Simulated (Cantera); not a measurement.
Feed: 1 mol AlCl₃, 2.9 mol O₂, 86 mol H₂, equilibrated at 2.80 mbar.

Cantera equilibrium calculation (NASA polynomials, part measured and part estimated; ideal gas, pure solids and liquids). Candidate condensed phases: Al, AlCl₃, Al₂O₃, H₂O; 29 gas species. The tables' values for AlOH are old estimates; treat these amounts as uncertain. The numbers say what is thermodynamically allowed, not how fast it happens.

**Question.** At 2223 K, list the 6 most abundant gas species with their mole fractions, and the condensed phases.

**Answer.** H₂ 0.810, H 0.109, H₂O 0.0470, HCl 0.0285, Cl 0.00278, AlCl 0.000969. Condensed: Al₂O₃(s).
